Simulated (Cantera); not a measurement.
Cantera run:

```python
import numpy as np
import cantera as ct

gas_names = """
    C CO COS CO2 CS CS2 C2 C2O C3 C3O2 C4 C5 Mg MgO MgS Mg2 O O2 O3 S SO SO2 SO3 S2 S2O S8
""".split()
cond_names = """
    C(gr) Mg(cr) Mg(L) MgCO3(s) MgO(s) MgO(L) MgS(s) MgSO4(s) MgSO4(L) S(cr1) S(cr2) S(L)
""".split()


def load(file, names, dense=False):
    # The tables refer to 1 bar. Condensed volumes are neglected.
    table = {s.name: s for s in ct.Species.list_from_file(file)}
    out = []
    for n in names:
        d = dict(table[n].input_data)
        d["thermo"] = dict(d["thermo"], **{"reference-pressure": 1e5})
        if dense:
            d["equation-of-state"] = {"model": "constant-volume", "density": "1e6 g/cm^3"}
        out.append(ct.Species.from_dict(d))
    return out


gas = ct.Solution(thermo="ideal-gas", species=load("nasa_gas.yaml", gas_names))
cond = {s.name: ct.Solution(thermo="fixed-stoichiometry", species=[s], name=s.name)
        for s in load("nasa_condensed.yaml", cond_names, dense=True)}
atoms = {
    'MgCO3': {'Mg': 1, 'C': 1, 'O': 3},
    'SO3': {'S': 1, 'O': 3},
    'CO2': {'C': 1, 'O': 2},
}
top_T = {'C(gr)': 4500, 'MgS(s)': 2250}  # K; cautious upper limits of use, not melting points


def equilibrate(T, P, feed):
    n = {}
    for name, mol in feed.items():
        for a, k in atoms[name].items():
            n[a] = n.get(a, 0.0) + k * mol
    gas.TPX = T, P, n
    mass = sum(n.values()) * gas.mean_molecular_weight
    gas.equilibrate("TP")
    valid = [c for c in cond.values() if c.min_temp <= T <= top_T.get(c.name, c.max_temp)]
    mix = ct.Mixture([(gas, mass / gas.mean_molecular_weight)] + [(c, 0.0) for c in valid])
    mix.T, mix.P = T, P
    mix.equilibrate("TP", solver="vcs", rtol=1e-11, max_steps=5000)
    return mix


results = []
feed = {'MgCO3': 1, 'SO3': 0.18, 'CO2': 0.17}  # mol
P = 101325  # Pa
for T in [1123, 1173, 1223, 1273, 1323, 1373, 1423, 1473, 1523, 1573]:
    mix = equilibrate(T, P, feed)
    results.append((T, P, feed, dict(zip(mix.species_names, mix.species_moles))))
    x = sorted(zip(gas.X, gas.species_names), reverse=True)
    print(f"T = {T:g} K  P = {P:g} Pa  gas = {mix.phase_moles(0):.4g} mol")
    print("   x: " + "  ".join(f"{s} {v:.3e}" for v, s in x if v > 1e-06))
    print("   condensed (mol): " + ("  ".join(f"{mix.phase(i).name} {mix.phase_moles(i):.4g}"
          for i in range(1, mix.n_phases) if mix.phase_moles(i) > 1e-12) or "none"))
```

It prints:

```
T = 1123 K  P = 101325 Pa  gas = 1.182 mol
   x: CO2 9.899e-01  SO2 6.594e-03  O2 3.297e-03  SO3 1.908e-04
   condensed (mol): MgO(s) 0.828  MgSO4(s) 0.172
T = 1173 K  P = 101325 Pa  gas = 1.208 mol
   x: CO2 9.688e-01  SO2 2.037e-02  O2 1.018e-02  SO3 6.652e-04
   condensed (mol): MgO(s) 0.8454  MgSO4(s) 0.1546
T = 1223 K  P = 101325 Pa  gas = 1.282 mol
   x: CO2 9.123e-01  SO2 5.709e-02  O2 2.855e-02  SO3 2.080e-03
   condensed (mol): MgO(s) 0.8959  MgSO4(s) 0.1041
T = 1273 K  P = 101325 Pa  gas = 1.437 mol
   x: CO2 8.143e-01  SO2 1.209e-01  O2 6.043e-02  SO3 4.412e-03
   condensed (mol): MgO(s) 1
T = 1323 K  P = 101325 Pa  gas = 1.438 mol
   x: CO2 8.138e-01  SO2 1.220e-01  O2 6.101e-02  SO3 3.173e-03
   condensed (mol): MgO(s) 1
T = 1373 K  P = 101325 Pa  gas = 1.438 mol
   x: CO2 8.134e-01  SO2 1.228e-01  O2 6.141e-02  SO3 2.330e-03  CO 1.990e-06
   condensed (mol): MgO(s) 1
T = 1423 K  P = 101325 Pa  gas = 1.439 mol
   x: CO2 8.132e-01  SO2 1.234e-01  O2 6.168e-02  SO3 1.746e-03  CO 4.712e-06
   condensed (mol): MgO(s) 1
T = 1473 K  P = 101325 Pa  gas = 1.439 mol
   x: CO2 8.130e-01  SO2 1.237e-01  O2 6.188e-02  SO3 1.333e-03  CO 1.052e-05
   condensed (mol): MgO(s) 1
T = 1523 K  P = 101325 Pa  gas = 1.439 mol
   x: CO2 8.129e-01  SO2 1.240e-01  O2 6.202e-02  SO3 1.035e-03  CO 2.229e-05  O 1.365e-06
   condensed (mol): MgO(s) 1
T = 1573 K  P = 101325 Pa  gas = 1.439 mol
   x: CO2 8.128e-01  SO2 1.242e-01  O2 6.214e-02  SO3 8.170e-04  CO 4.499e-05  O 2.587e-06
   condensed (mol): MgO(s) 1
```

Equilibrium computed with Cantera from the NASA thermochemical tables; the gas is ideal and each condensed phase is pure. Mutual solubility and eutectic melting of coexisting phases are not modelled.
